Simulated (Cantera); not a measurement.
## Transport properties of process gases

Gas mixture: N2 : NO = 0.53 : 0.69 (molar parts), at 100.0 Torr, frozen composition.

Cantera's kinetic-theory transport with the Lennard-Jones parameters of GRI-Mech 3.0, ideal gas; thermal conductivity in the mixture-averaged form. The composition is frozen, though it would react at the higher temperatures.

| T (K) | ρ (kg/m³) | cp (J/kg/K) | μ (µPa s) | λ (mW/m/K) | Pr | D (cm²/s) H2O | D (cm²/s) NO | D (cm²/s) CH4 |
|---|---|---|---|---|---|---|---|---|
| 400 | 0.117 | 1019 | 22.8 | 32.6 | 0.713 | 2.99 | 2.57 | 2.82 |
| 650 | 0.0719 | 1067 | 31.8 | 48.2 | 0.705 | 7.34 | 5.89 | 6.50 |
| 900 | 0.0519 | 1128 | 39.5 | 63.0 | 0.707 | 13.1 | 10.2 | 11.2 |
| 1150 | 0.0406 | 1171 | 46.4 | 76.8 | 0.707 | 20.0 | 15.3 | 17.0 |
| 1400 | 0.0334 | 1202 | 52.7 | 89.7 | 0.706 | 28.0 | 21.2 | 23.5 |
| 1650 | 0.0283 | 1226 | 58.6 | 102 | 0.705 | 37.0 | 27.8 | 30.9 |
| 1900 | 0.0246 | 1244 | 64.2 | 113 | 0.705 | 46.9 | 35.2 | 39.1 |
| 2150 | 0.0217 | 1257 | 69.5 | 124 | 0.705 | 57.7 | 43.1 | 47.9 |
D: mixture-averaged diffusion coefficient of that species in the mixture.
